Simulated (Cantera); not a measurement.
A perfectly stirred reactor is fed with CH4 : O2 : N2 = 1 : 3.77 : 14.2 (molar parts), at 1.01 bar; it is adiabatic with a 600 K inlet, and is followed from long to short residence time, starting on the burning branch (τ in s: 0.035, 0.016, 0.0073, 0.0033, 0.0015, 0.00069, 0.00031, 0.00014, 6.4e-05).

Computed with Cantera and GRI-Mech 3.0 (53 species, 325 reactions).

### Question
Predict: blow-out, bracketed by the residence times tried; x(CH4) at τ = 35.0 ms; x(O2) at τ = 35.0 ms; x(CH2) at τ = 35.0 ms; x(NO2) at τ = 35.0 ms; x(CH4) at τ = 1.50 ms; x(O2) at τ = 1.50 ms; x(CH2) at τ = 1.50 ms; x(NO2) at τ = 1.50 ms.

### Answer
```json
{
 "blow_out_bracketed_by_the_residence_times_tried": "burning at 0.310 ms, out at 0.140 ms",
 "x(CH4) at τ = 35.0 ms": "2.00e-5",
 "x(O2) at τ = 35.0 ms": "0.0931",
 "x(CH2) at τ = 35.0 ms": "7.77e-8",
 "x(NO2) at τ = 35.0 ms": "2.30e-8",
 "x(CH4) at τ = 1.50 ms": "0.000159",
 "x(O2) at τ = 1.50 ms": "0.0944",
 "x(CH2) at τ = 1.50 ms": "8.17e-7",
 "x(NO2) at τ = 1.50 ms": "6.75e-9"
}
```
